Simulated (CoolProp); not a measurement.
R142b at 298.15 K and 0.172 MPa is compressed adiabatically to 0.295 MPa with isentropic efficiency 0.75. Each further row changes one setting.

The numbers come from the reference Helmholtz-energy equation of state, Lemmon 2006 in CoolProp. It is a short technical equation, of lower accuracy than the large ones.

```tsv
case	work (kJ/kg)	final temperature (K)	final density (kg/m³)
as stated	17.3	320.4	11.8
efficiency 1	13.0	315.8	12.1
efficiency 0.65	19.9	323.3	11.7
```
